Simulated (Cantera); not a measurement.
Charge: 1 mol C₆H₆, 0.026 mol O₂, 1.4 mol N₂, at 1773.15 K and 0.00133 bar.

Method: chemical equilibrium by Gibbs-energy minimisation in Cantera with the NASA 1993 tables (ideal gas, pure condensed phases). Candidate condensed phases: C, C₆H₆, C₇H₈, C₈H₁₈, H₂O; 136 gas species. Rates play no part.

Base state: H₂ 0.667, N₂ 0.312, CO 0.0116, H 0.00637, HCN 0.00245, C₂H₂ (acetylene) 9.35e-5, HNC 8.76e-5 (mole fractions); condensed: C(graphite).

**Question.** What changes in the equilibrium state with this change: temperature from 1773.15 K to 2873 K?

**Answer.** 
```tsv
species	before	after
H	0.00637	0.659
N₂	0.312	0.167
C₃	<1e-9	0.0568
H₂	0.667	0.0524
C	<1e-9	0.0108
CN	3.05e-7	0.0170
HCN	0.00245	0.0149
CO	0.0116	0.00684
C₂	<1e-9	0.00563
C₅	<1e-9	0.000695
C₂H	6.97e-9	0.00396
C₄	<1e-9	0.000131
C(graphite), mol	5.94	4.10
```

**Question.** What changes in the equilibrium state with this change: temperature from 1773.15 K to 2775 K?

**Answer.** 
```csv
species,before,after
H,0.00637,0.646
N₂,0.312,0.189
H₂,0.667,0.0992
C₃,<1e-9,0.0174
HCN,0.00245,0.0180
CO,0.0116,0.00757
C,<1e-9,0.00375
C₂,<1e-9,0.00169
C₂H,6.97e-9,0.00240
"C(graphite), mol",5.94,5.25
```
